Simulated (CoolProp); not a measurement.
Vapour-liquid equilibrium of propane (1) + dimethyl ether (2) at 192.7 K; x and y are mole fractions of (1).

Computed with CoolProp (multi-fluid Helmholtz-energy mixture model, Lemmon 2009 and Wu 2011; pair parameters Bell 2016).

Give the bubble pressure and the first vapour's composition at x = 0.05, 0.725, 0.8. Is there an azeotrope?

x = 0.05: 0.005306 MPa, y = 0.301; x = 0.725: 0.01179 MPa, y = 0.843; x = 0.8: 0.01209 MPa, y = 0.874. No azeotrope shows between x = 0.05 and 0.95.

The pair parameters rest on a limited set of measurements; away from them the model extrapolates.
